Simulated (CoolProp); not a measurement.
Fluoroethane (R161) along the isobar 0.335 MPa: Z from the reference equation and from simpler models built on Tc = 375.2 K, pc = 5.010 MPa, ω = 0.216; each cubic takes its own stable root.

Computed with CoolProp (reference Helmholtz-energy equation of state, Wu 2012).

| T (K) | phase | reference | van der Waals | Soave-Redlich-Kwong | Peng-Robinson |
|---|---|---|---|---|---|
| 208.1 | liquid | 0.01087 | 0.01899 | (withheld) | 0.01116 |
| 226.7 | liquid | 0.01028 | 0.9321 | 0.01194 | 0.01057 |
| 245.3 | liquid | 0.009820 | 0.9438 | 0.01146 | 0.01014 |
| 263.9 | liquid | 0.009471 | 0.9528 | 0.01115 | (withheld) |
| 282.5 | gas | 0.9354 | 0.9598 | 0.9432 | 0.9400 |
| 301.1 | gas | 0.9486 | 0.9655 | 0.9533 | 0.9502 |
| 319.7 | gas | 0.9584 | 0.9702 | (withheld) | 0.9582 |
| 338.3 | gas | 0.9659 | 0.9740 | 0.9676 | 0.9647 |
| 356.9 | gas | 0.9716 | 0.9772 | 0.9727 | 0.9700 |
| 375.6 | gas | 0.9761 | 0.9799 | 0.9769 | 0.9744 |
| 394.2 | gas | 0.9797 | 0.9821 | 0.9804 | 0.9780 |
| 412.8 | gas | 0.9826 | 0.9841 | 0.9833 | 0.9810 |
| 431.4 | gas | 0.9849 | 0.9858 | 0.9858 | 0.9836 |
| 450 | gas | 0.9869 | 0.9872 | 0.9879 | 0.9858 |

### Question
What belongs in the gaps?

### Answer

- 208.1, Soave-Redlich-Kwong: 0.01258
- 263.9, Peng-Robinson: 0.009850
- 319.7, Soave-Redlich-Kwong: 0.9612

At some of these states van der Waals gives the other phase, because its saturation line lies elsewhere.
